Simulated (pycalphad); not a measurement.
CALPHAD calculation (pycalphad, COST 507 light-alloy database (1999)), 1 atm. These are 1990s assessments: newer ones move some temperatures and phases. The system is extrapolated from its subsystems; higher-order compounds may be missing.

Molar enthalpy of Al-4.81Mn-8.18Si-1.18Fe (at.%) in equilibrium (SER reference):

```csv
T (°C),H (kJ/mol),phases
1577,56.06,liquid
1502,53.63,liquid
1427,51.21,liquid
1352,48.79,liquid
1277,46.37,liquid
1202,43.95,liquid
1127,41.53,liquid
1052,39.13,liquid
977,36.73,liquid
902,34.34,liquid
827,31.96,liquid
752,27.32,liquid + ALMNSI_BETA
677,21.09,liquid + ALMNSI_ALPHA + AL13FE4
602,14.24,liquid + ALMNSI_ALPHA + fcc + ALFESI_BETA
527,6.30,fcc + ALMNSI_ALPHA + ALFESI_BETA + diamond (Si)
452,3.90,fcc + ALMNSI_ALPHA + ALFESI_BETA + diamond (Si)
377,1.63,fcc + ALMNSI_ALPHA + ALFESI_BETA + diamond (Si)
302,-0.53,fcc + ALMNSI_ALPHA + ALFESI_BETA + diamond (Si)
227,-2.61,fcc + ALMNSI_ALPHA + ALFESI_BETA + diamond (Si)
```

Cooling from 827 °C to 527 °C, across the freezing range, releases 25.7 kJ/mol, or 892 J/g. The slope is 32 J/(mol K) in the liquid and 32 J/(mol K) just below the solidus, where it includes any heat of precipitation. Liquidus 809 °C, solidus 575 °C. Changes were sought between steps of 75 K, so a narrower field can be missed.

Database names, with the compositions (at.%) that they take in these runs: ALMNSI_BETA: Al 65 Mn 23 Si 12; ALMNSI_ALPHA: Al 70 Mn 17 Si 12; AL13FE4: Al 76 Fe 21 Mn 3; ALFESI_BETA: Al 70 Si 15 Fe 15.
